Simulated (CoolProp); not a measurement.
Model: reference Helmholtz-energy equation of state, Lemmon 2006, in CoolProp. It is a short technical equation, of lower accuracy than the large ones.

For hydrogen sulfide, give the phase and the cv (kJ/(kg K)), Joule-Thomson coefficient (K/MPa), viscosity (µPa s) at 318 K and 2.91 bar; 318 K and 10.5 bar.


- 318 K and 2.91 bar: gas; cv 0.775, Joule-Thomson coefficient 14.9, viscosity 12.9
- 318 K and 10.5 bar: gas; cv 0.806, Joule-Thomson coefficient 15.1, viscosity 12.7

Viscosity comes from a separate model (Quiñones-Cisneros 2012).
